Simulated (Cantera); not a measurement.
Feed: 1 mol (CH3)2SiCl2, 0.04 mol CH4, 5.6 mol H2, 0.14 mol HCl, held at 100 Torr.

Equilibrium computed with Cantera from the NASA thermochemical tables; the gas is ideal and each condensed phase is pure. Candidate condensed phases: C, C6H6, C7H8, C8H18, Si, SiC; 109 gas species. The feed counts by its element totals alone. The tables' values for SiCl, SiCl3 are old estimates; treat these amounts as uncertain. Gases not in the tables: Si2H6 and higher silanes. Kinetics and transport are ignored.

Question: At 2398 K, list the 7 most abundant gas species with their mole fractions, and the condensed phases.

Answer: H2 0.754, HCl 0.179, H 0.0375, SiCl2 0.0127, Cl 0.00634, C2H2 (acetylene) 0.00521, Si 0.00300. Condensed: C(graphite) + SiC(s).
